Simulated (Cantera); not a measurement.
A perfectly stirred reactor is fed with CH4 : C2H6 : C3H8 : O2 : N2 : CO2 = 1 : 0.076 : 0.18 : 5.11 : 19.2 : 1.5 (molar parts), equivalence ratio 0.62, at 548 Torr; it is adiabatic with a 650 K inlet, and is followed from long to short residence time, starting on the burning branch (τ in s: 0.054, 0.027, 0.014, 0.007, 0.0035, 0.0018, 0.00089, 0.00045, 0.00023, 0.00011, 5.8e-05, 2.9e-05, 1.5e-05).

Model: GRI-Mech 3.0 (53 species, 325 reactions), integrated in Cantera.

Q: What does this change do: inlet temperature 650 to 425 K?

A: 
```json
[
 {"quantity": "blow-out, bracketed by the residence times tried", "before": "burning at 0.230 ms, out at 0.110 ms", "after": "burning at 0.450 ms, out at 0.230 ms"},
 {"quantity": "x(CH4) at τ = 54.0 ms", "before": "7.59e-6", "after": "1.34e-5"},
 {"quantity": "x(C2H6) at τ = 54.0 ms", "before": "1.30e-7", "after": "2.61e-7"},
 {"quantity": "x(C3H8) at τ = 54.0 ms", "before": "3.02e-7", "after": "6.26e-7"},
 {"quantity": "x(CH2O) at τ = 54.0 ms", "before": "1.35e-6", "after": "2.02e-6"},
 {"quantity": "x(C2H) at τ = 54.0 ms", "before": "1.38e-9", "after": "7.88e-10"},
 {"quantity": "x(CH4) at τ = 0.890 ms", "before": "0.000141", "after": "0.000278"},
 {"quantity": "x(C2H6) at τ = 0.890 ms", "before": "2.70e-6", "after": "5.20e-6"},
 {"quantity": "x(C3H8) at τ = 0.890 ms", "before": "5.85e-6", "after": "1.14e-5"},
 {"quantity": "x(CH2O) at τ = 0.890 ms", "before": "2.60e-5", "after": "4.10e-5"},
 {"quantity": "x(C2H) at τ = 0.890 ms", "before": "6.89e-9", "after": "3.38e-9"}
]
```
